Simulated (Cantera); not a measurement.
Input: 1 mol Si(CH3)4, 0.0076 mol C3H8, 1300 mol H2, equilibrated at 1127 °C and 0.00160 bar.

These are equilibrium values from Cantera (NASA tables, ideal gas, pure condensed phases), not measurements of a reactor. Candidate condensed phases: C, C6H6, C7H8, C8H18, Si, SiC; 87 gas species. The numbers say what is thermodynamically allowed, not how fast it happens.

Base state: H2 1.000, H 0.000122 (mole fractions); condensed: C(graphite) + SiC(s).

Task: What changes in the equilibrium state with this change: temperature from 1127 °C to 2302 °C?

Result: 
```tsv
species	before	after
H	0.000122	0.568
H2	1.000	0.430
C2H2 (acetylene)	2.52e-6	0.000847
Si	2.47e-9	0.000522
C	<1e-9	0.000104
C2H	<1e-9	9.36e-5
C3	<1e-9	4.72e-5
C(graphite), mol	3.01	0
SiC(s), mol	1.000	0
```
